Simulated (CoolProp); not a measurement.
Saturation properties of R236EA (Tc = 139.3 °C, pc = 3.414 MPa, ω = 0.368).

Computed with CoolProp (reference Helmholtz-energy equation of state, Rui 2013).

```csv
T (°C),p (MPa),liquid density (kg/m³),liquid cp (kJ/(kg K)),surface tension (mN/m),liquid viscosity (µPa s)
45.75,0.4020,1357,1.299,9.32,291
49.45,0.4483,1344,1.307,8.85,277
53.25,0.4999,1330,1.317,8.38,264
57.05,0.5560,…,1.328,7.91,251
60.85,0.6167,1302,1.339,7.45,239
64.55,0.6804,1288,1.350,7.01,228
68.35,0.7510,1273,1.364,…,…
72.15,0.8269,1257,1.378,…,207
75.85,0.9063,1242,1.393,5.69,197
79.65,0.9937,1225,1.410,5.25,187
83.45,1.087,1208,1.429,…,178
87.25,1.187,1190,1.451,4.41,169
90.95,1.291,1172,1.474,4.01,160
94.75,1.405,1153,1.502,3.61,152
```

### Question
Complete the blanks.

### Answer

- 57.05, liquid density (kg/m³): 1316
- 68.35, surface tension (mN/m): 6.56
- 68.35, liquid viscosity (µPa s): 217
- 72.15, surface tension (mN/m): 6.11
- 83.45, surface tension (mN/m): 4.83

It boils at 6.2 °C under 1 atm.

Viscosity comes from a separate model (Huber 2003), an estimate that may be off by 10 % or more. Surface tension comes from a separate correlation (Mulero 2012).
